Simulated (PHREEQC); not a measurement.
Consider water at 47 °C with 20 mmol/kgw Cu(NO3)2, 1.1 mmol/kgw H2SO4 and 68 mmol/kgw KCl. Closed to the air; pH follows from the charge balance.

Computed with PHREEQC (ion-association model, phreeqc.dat).

Each row changes one thing in this solution. Precipitation was switched off in this run.

| case | pH | Cu+2 (mol/kgw) | CuOH+ (mol/kgw) | Cu2(OH)2+2 (mol/kgw) | Cu(OH)2 (mol/kgw) |
|---|---|---|---|---|---|
| as made | 2.76 | 0.0168 | 4.72e-8 | 1.24e-8 | 4.14e-11 |
| H2SO4 left out | 4.40 | 0.0169 | 2.06e-6 | 2.36e-5 | 7.79e-8 |
| diluted 100-fold with water | 4.67 | 0.000199 | 8.27e-8 | 2.49e-8 | 7.79e-9 |
| KCl left out | 2.75 | 0.0195 | 6.12e-8 | 1.92e-8 | 5.64e-11 |
| KCl from 0.068 to 0.68 mol/kgw | 2.79 | 0.00907 | 1.90e-8 | 1.50e-9 | 1.25e-11 |

The ionic strength passes 0.7 mol/kgw, the rough limit of the ion-association models, in KCl from 0.068 to 0.68 mol/kgw. Constants without temperature data keep their 25 °C values here.
